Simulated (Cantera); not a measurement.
An adiabatic, constant-volume homogeneous reactor starts with CO : H2 : O2 : N2 = 1 : 0.32 : 0.93 : 3.5 (molar parts), at 1125 K and 0.395 atm.

Detailed kinetics in Cantera: GRI-Mech 3.0 (53 species, 325 reactions).

Predict: time of steepest temperature rise; temperature at 0.500 s; equilibrium temperature; x(CO) at 0.500 s; x(H2) at 0.500 s; x(O2) at 0.500 s; x(NO2) at 0.500 s; x(CO2) at 0.500 s.


* **time of steepest temperature rise**: 0.256 ms
* **temperature at 0.500 s**: 2645 K
* **equilibrium temperature**: 2645 K
* **x(CO) at 0.500 s**: 0.0472 (gas-phase equilibrium 0.0472)
* **x(H2) at 0.500 s**: 0.00255 (gas-phase equilibrium 0.00255)
* **x(O2) at 0.500 s**: 0.0625 (gas-phase equilibrium 0.0625)
* **x(NO2) at 0.500 s**: 5.70e-6 (gas-phase equilibrium 5.70e-6)
* **x(CO2) at 0.500 s**: 0.143 (gas-phase equilibrium 0.143)
